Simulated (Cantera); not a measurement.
**Gas activation for diamond growth**

An isothermal, constant-pressure homogeneous reactor starts with CH4 : H2 : O2 = 0.036 : 1 : 0.007 (molar parts), at 2400 K and 10.00 Torr.

Computed with Cantera and GRI-Mech 3.0 (53 species, 325 reactions). GRI-Mech 3.0 stops at C3 and has no aromatics, soot or wall deposition, so with more carbon than oxygen in the feed, carbon stays in small species such as C2H2 where larger ones or solid carbon would form. Radical loss at walls, strong at low pressure, is not modelled.

| t (s) | x CH4 | x H2 | x O2 | x C2H4 | x CO2 | x HO2 | x H |
|---|---|---|---|---|---|---|---|
| 1.00e-5 | 0.0344 | 0.959 | 0.00670 | 9.99e-10 | 6.99e-11 | 3.97e-6 | 0.000139 |
| 3.67e-5 | 0.0341 | 0.958 | 0.00668 | 8.27e-8 | 4.41e-9 | 9.57e-6 | 0.000564 |
| 0.000135 | 0.0329 | 0.956 | 0.00638 | 5.15e-6 | 3.07e-7 | 9.02e-6 | 0.00238 |
| 0.000495 | 0.0272 | 0.945 | 0.00320 | 0.000151 | 1.35e-5 | 1.75e-6 | 0.0113 |
| 0.00182 | 0.0131 | 0.939 | 2.49e-6 | 0.000143 | 1.27e-5 | 8.12e-10 | 0.0223 |
| 0.00667 | 0.00257 | 0.940 | 5.77e-9 | 1.20e-5 | 3.17e-6 | 5.09e-12 | 0.0293 |
| 0.0245 | 0.000589 | 0.934 | 5.16e-9 | 1.90e-6 | 6.82e-6 | 3.55e-12 | 0.0387 |
| 0.0899 | 0.000172 | 0.922 | 3.70e-10 | 6.08e-7 | 2.95e-6 | <1e-12 | 0.0544 |
| 0.330 | 5.63e-6 | 0.891 | <1e-12 | 2.10e-7 | 8.41e-11 | <1e-12 | 0.0868 |
| 1.21 | 2.33e-6 | 0.855 | <1e-12 | 1.19e-7 | 8.79e-12 | <1e-12 | 0.123 |
| 4.45 | 2.13e-6 | 0.850 | <1e-12 | 1.12e-7 | 8.06e-12 | <1e-12 | 0.128 |
| 16.3 | 2.13e-6 | 0.850 | <1e-12 | 1.12e-7 | 8.06e-12 | <1e-12 | 0.128 |
| 60.0 | 2.13e-6 | 0.850 | <1e-12 | 1.12e-7 | 8.06e-12 | <1e-12 | 0.128 |
x: mole fraction; the columns are a selection and need not sum to one.

Equilibrium at this temperature and pressure: CH4 2.15e-6, H2 0.850, O2 <1e-12, C2H4 1.12e-7, CO2 8.13e-12, HO2 <1e-12, H 0.128 (gas phase only).
